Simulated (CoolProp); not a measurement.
A simple Rankine cycle with R124: condensing at 319.15 K, boiler at 2.92 MPa, turbine inlet 398.9 K, turbine efficiency 0.9, pump efficiency 0.6, no recuperator. Each further row changes one setting.

Computed with CoolProp (reference Helmholtz-energy equation of state, de Vries 1995).

| case | thermal efficiency (%) | net work (kJ/kg) | heat in (kJ/kg) | turbine exit temperature (K) | volume ratio over the turbine |
|---|---|---|---|---|---|
| as stated | 11.2 | 19.4 | 174 | 343.0 | 4.92 |
| turbine inlet 418.9 K | (withheld) | 22.4 | 198 | 367.3 | 4.57 |
| condensing temperature 311.15 K | 12.5 | 22.9 | 183 | 336.5 | 6.13 |
| boiler pressure 2.04 MPa | 9.1 | 17.1 | 188 | (withheld) | (withheld) |
| turbine efficiency 0.8 | 9.8 | 16.9 | 174 | 345.9 | 4.98 |

Problem. Complete the blanks.

Solution. 
- turbine inlet 418.9 K, thermal efficiency (%): 11.3
- boiler pressure 2.04 MPa, turbine exit temperature (K): 362.1
- boiler pressure 2.04 MPa, volume ratio over the turbine: 3.07
